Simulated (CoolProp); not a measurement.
A closed Brayton cycle with carbon dioxide: compressor inlet 333.15 K and 7.6 MPa, high pressure 16.5 MPa, turbine inlet 680 K, compressor efficiency 0.85, turbine efficiency 0.9, recuperator effectiveness 0 (on enthalpy, no pinch check). Each further row changes one setting.

The numbers come from the reference Helmholtz-energy equation of state, Span 1996 in CoolProp.

| case | thermal efficiency (%) | net work (kJ/kg) | compressor to turbine work | compressor exit (K) | turbine exit (K) |
|---|---|---|---|---|---|
| as stated | 10.9 | 38.8 | 0.53 | 403.2 | 597.0 |
| turbine inlet 630 K | 10.6 | ? | 0.58 | 403.2 | 550.2 |
| compressor inlet 343.15 K | 10.4 | 34.8 | 0.58 | 415.9 | 597.0 |
| high pressure 14 MPa | 8.8 | ? | ? | ? | ? |
| recuperator effectiveness 0.5 | ? | 38.8 | 0.53 | 403.2 | 597.0 |

Task: Complete the blanks.

Result: 
- turbine inlet 630 K, net work (kJ/kg): 31.4
- high pressure 14 MPa, net work (kJ/kg): 32.6
- high pressure 14 MPa, compressor to turbine work: 0.51
- high pressure 14 MPa, compressor exit (K): 387.8
- high pressure 14 MPa, turbine exit (K): 614.3
- recuperator effectiveness 0.5, thermal efficiency (%): 15.8
